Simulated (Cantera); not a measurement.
Feed: 1 mol Si2H6, 0.76 mol O2, at 1748 K and 0.128 Torr.

Equilibrium computed with Cantera from the NASA thermochemical tables; the gas is ideal and each condensed phase is pure. Candidate condensed phases: H2O, Si, SiO2; 18 gas species. The feed counts by its element totals alone. Gases not in the tables: Si2H6 and higher silanes. Kinetics and transport are ignored.

Problem. What is the equilibrium state?

Solution. 
```
Quantity       Result
----------  ---------
x(H2)           0.646
x(SiO)          0.331
x(H)           0.0141
x(Si)         0.00856
x(SiH)       0.000119
x(Si2)        4.40e-5
x(SiH2)       1.33e-5
x(Si3)        1.08e-5
n(Si(l))    0.440 mol
gas amount  4.592 mol
```
